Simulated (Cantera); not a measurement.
Cantera run:

```python
import numpy as np
import cantera as ct

gas_names = """
    AL ALH ALO ALOH ALO2 ALO2H AL2 AL2O AL2O2 H HALO HO2 H2 H2O H2O2 O OH O2 O3 Si SiH SiH2 SiH3 SiH4
    SiO SiO2 Si2 Si3
""".split()
cond_names = """
    AL(cr) AL(L) AL2O3(a) AL2O3(L) AL2SiO5(an) AL6Si2O13(s) H2O(s) H2O(L) Si(cr) Si(L) SiO2(Lqz)
    SiO2(hqz) SiO2(L)
""".split()


# ... load() reads the species with a 1 bar reference pressure and builds the phases ...
atoms = {
    'SiO2': {'Si': 1, 'O': 2},
    'Al2O3': {'AL': 2, 'O': 3},
    'H2': {'H': 2},
}
top_T = {'AL2SiO5(an)': 2000, 'AL6Si2O13(s)': 2100}  # K; cautious upper limits of use, not melting points


# ... equilibrate(T, P, feed) seeds the gas with the atoms and calls Mixture.equilibrate('TP', solver="vcs", rtol=1e-11, max_steps=5000) ...
results = []
feed = {'SiO2': 1, 'Al2O3': 0.88, 'H2': 3.7}  # mol
P = 250000  # Pa
for T in [850, 950, 1050, 1150, 1250, 1350, 1450, 1550, 1650, 1750, 1850, 1950]:
    mix = equilibrate(T, P, feed)
    results.append((T, P, feed, dict(zip(mix.species_names, mix.species_moles))))

top = {s: max(r[3][s] / sum(r[3][g] for g in gas_names) for r in results) for s in gas_names}
cols = sorted((s for s in top if top[s] > 0.001), key=lambda s: -top[s])[:8]
seen = [c for c in cond_names if any(r[3].get(c, 0) > 1e-12 for r in results)]
print("log10 of partial pressures in bar; condensed amounts in mol")
print(f"{'T/K':>10s}" + "".join(f"{s[:9]:>10s}" for s in cols + seen))
for T, P, feed, n in results:
    ng = sum(n[g] for g in gas_names)
    print(f"{T:10.4g}" + "".join(f"{np.log10(max(n[s] / ng * P / 1e5, 1e-99)):10.3f}" for s in cols)
          + "".join(f"{n.get(c, 0):10.4g}" for c in seen))
```

It prints:

```
log10 of partial pressures in bar; condensed amounts in mol
       T/K        H2       H2O       SiO AL2SiO5(a AL6Si2O13 SiO2(hqz)   SiO2(L)
       850     0.398    -8.841   -14.161      0.88         0      0.12         0
       950     0.398    -7.902   -11.514      0.88         0      0.12         0
      1050     0.398    -7.146    -9.379      0.88         0      0.12         0
      1150     0.398    -6.515    -7.632      0.88         0      0.12         0
      1250     0.398    -5.913    -6.243      0.88         0      0.12         0
      1350     0.398    -5.213    -5.255         0    0.2933    0.4133         0
      1450     0.398    -4.507    -4.512         0    0.2933    0.4133         0
      1550     0.398    -3.880    -3.881         0    0.2933    0.4131         0
      1650     0.398    -3.330    -3.330         0    0.2933    0.4126         0
      1750     0.397    -2.849    -2.849         0    0.2933         0    0.4112
      1850     0.396    -2.425    -2.425         0    0.2933         0    0.4078
      1950     0.395    -2.048    -2.048         0    0.2933         0       0.4
```

Equilibrium computed with Cantera from the NASA thermochemical tables; the gas is ideal and each condensed phase is pure. Mutual solubility and eutectic melting of coexisting phases are not modelled. The tables hold silica as quartz up to 1696 K and as liquid above; real silica turns to tridymite and cristobalite and melts near 1996 K. Condensed phases not in the tables: alloys, solid solutions and most ternary compounds.
